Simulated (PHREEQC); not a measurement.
Consider water at 25 °C with 2.7 mol NaBr, 0.04 mol NaHCO3 and 0.00015 mol H4SiO4 per kg of water. Closed to the air; pH follows from the charge balance.

Computed with PHREEQC (Pitzer model, pitzer.dat).

Each row changes one thing in this solution. This is a speciation only: nothing precipitates in the calculation.

| case | pH | ionic strength (mol/kgw) | H3SiO4- (mol/kgw) | SI of SiO2(a) (SiO2) |
|---|---|---|---|---|
| as made | 7.49 | 2.74 | 3.09e-6 | -0.94 |
| temperature from 25 to 15 °C | 7.57 | 2.74 | 2.57e-6 | -0.84 |
| diluted 5-fold with water | 7.88 | 0.548 | 6.62e-7 | -1.83 |
| NaBr replaced by NaCl at the same molality | 7.48 | 2.74 | 3.05e-6 | ___ |
| NaHCO3 left out | 6.30 | 2.70 | 1.99e-7 | -0.94 |
| NaBr from 2.7 to 0.27 mol/kgw | 7.96 | 0.311 | 3.39e-6 | ___ |

Task: Fill in the missing entries.

Result: 
- NaBr replaced by NaCl at the same molality, SI of SiO2(a) (SiO2): -0.95
- NaBr from 2.7 to 0.27 mol/kgw, SI of SiO2(a) (SiO2): -1.15

In brines, pH and single-ion activities rest on the MacInnes convention.
